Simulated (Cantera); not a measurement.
A Cantera script and its output.

```python
import numpy as np
import cantera as ct

gas = ct.Solution("SiF4_NH3_mec.yaml", "gas")
gas.TPX = 1975, 74000, {'NH3': 0.27, 'H2': 2.2}
inlet = ct.Reservoir(gas, clone=True)

reactor = ct.IdealGasConstPressureReactor(gas, energy="off", clone=False)
exhaust = ct.Reservoir(gas, clone=True)
tau = [2.8, 0.85, 0.25, 0.076, 0.023, 0.0069, 0.0021, 0.00062, 0.00018][0]
for a, b in ((inlet, reactor), (reactor, exhaust)):
    ct.MassFlowController(a, b, mdot=lambda t: reactor.mass / tau)
net = ct.ReactorNet([reactor])
show = ['NH3', 'H2', 'H', 'N2H4', 'N', 'N2', 'N2H2']

rows = []
print(f"{'tau/s':>10s}{'T/K':>9s}" + "".join(f"{s:>11s}" for s in show))
for tau in [2.8, 0.85, 0.25, 0.076, 0.023, 0.0069, 0.0021, 0.00062, 0.00018]:
    net.initial_time = 0.0
    net.advance(30 * tau)
    before = gas.X
    net.advance(40 * tau)
    drift = np.max(np.abs(gas.X - before) / (gas.X + 1e-9))
    rows.append([gas.T, *gas[show].X, drift])
    print(f"{tau:10.3e}{gas.T:9.1f}" + "".join(f"{x:11.3e}" for x in gas[show].X))
```

Output:

```
     tau/s      T/K        NH3         H2          H       N2H4          N         N2       N2H2
 2.800e+00   1975.0  7.383e-03  9.453e-01  1.389e-03  4.096e-10  2.661e-07  4.589e-02  8.564e-09
 8.500e-01   1975.0  1.573e-02  9.409e-01  1.209e-03  1.423e-09  3.777e-07  4.212e-02  2.728e-08
 2.500e-01   1975.0  3.437e-02  9.308e-01  9.905e-04  4.662e-09  4.647e-07  3.370e-02  7.939e-08
 7.600e-02   1975.0  6.278e-02  9.154e-01  8.229e-04  1.111e-08  5.068e-07  2.087e-02  1.714e-07
 2.300e-02   1975.0  8.863e-02  9.012e-01  7.269e-04  1.782e-08  5.127e-07  9.203e-03  2.593e-07
 6.900e-03   1975.0  1.023e-01  8.938e-01  6.730e-04  2.070e-08  4.802e-07  3.026e-03  2.904e-07
 2.100e-03   1975.0  1.074e-01  8.911e-01  6.061e-04  1.861e-08  3.721e-07  7.625e-04  2.461e-07
 6.200e-04   1975.0  1.089e-01  8.904e-01  4.364e-04  9.955e-09  1.426e-07  9.447e-05  1.094e-07
 1.800e-04   1975.0  1.092e-01  8.905e-01  1.773e-04  1.656e-09  9.724e-09  2.672e-06  1.204e-08
```

Model: the gas-phase N/H chemistry of the illustrative SiF4/NH3 mechanism in the Surface Chemkin manual (1991), integrated in Cantera. Walls and surfaces, which speed up NH3 decomposition in real reactors, are not modelled.
